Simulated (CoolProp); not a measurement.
Vapour-liquid equilibrium of o-xylene (1) + n-decane (2) at 8.95 kPa; x and y are mole fractions of (1).

Model: multi-fluid Helmholtz-energy mixture model, Zhou 2012 and Lemmon 2006; pair parameters Bell 2016, in CoolProp.

```
x     bubble temperature (°C)  y at the bubble point  dew temperature at overall composition x (°C)  liquid density (mol/L)
----  -----------------------  ---------------------  ---------------------------------------------  ----------------------
0.05                     96.2                  0.128                                     (withheld)                   4.811
0.2                      90.4                  0.421                                           94.9                   5.166
0.35                     85.6             (withheld)                                           92.0              (withheld)
0.5                (withheld)                  0.754                                           88.6                   5.989
0.65                     78.0             (withheld)                                           84.7                   6.473
0.8                      75.0                  0.926                                           79.9                   7.022
0.95               (withheld)                  0.984                                     (withheld)              (withheld)
```

Task: Complete the blanks.

Result: 
- 0.05, dew temperature at overall composition x (°C): 97.5
- 0.35, y at the bubble point: 0.618
- 0.35, liquid density (mol/L): 5.556
- 0.5, bubble temperature (°C): 81.5
- 0.65, y at the bubble point: 0.852
- 0.95, bubble temperature (°C): 72.2
- 0.95, dew temperature at overall composition x (°C): 73.9
- 0.95, liquid density (mol/L): 7.648

No azeotrope shows between x = 0.05 and 0.95.

The pair parameters rest on a limited set of measurements; away from them the model extrapolates.
